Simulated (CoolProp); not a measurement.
R227EA at 293.15 K and 3 MPa flows at 0.82 m/s in a round tube of 4.6 mm bore and 15 µm roughness, fully developed (64/Re and Nu = 3.66 if laminar; Colebrook and Gnielinski if turbulent). Each further row changes one setting.

The numbers come from the reference Helmholtz-energy equation of state, Lemmon 2016 in CoolProp.

| case | Reynolds number | Darcy friction factor | pressure drop (Pa/m) | heat-transfer coefficient (W/(m² K)) | mass flow (kg/h) |
|---|---|---|---|---|---|
| as stated | 19800 | 0.0319 | (withheld) | 2000 | 70.0 |
| velocity 1.64 m/s | 39600 | (withheld) | 12400 | 3910 | 140 |
| diameter 9.2 mm | 39600 | 0.0263 | 1370 | (withheld) | 280 |

**Question.** Fill in the missing entries.

**Answer.** 
- as stated, pressure drop (Pa/m): 3330
- velocity 1.64 m/s, Darcy friction factor: 0.0297
- diameter 9.2 mm, heat-transfer coefficient (W/(m² K)): 1800

Viscosity comes from a separate model (Huber 2003), an estimate that may be off by 10 % or more. Thermal conductivity comes from a separate model (Huber 2003), an estimate that may be off by 10 % or more.
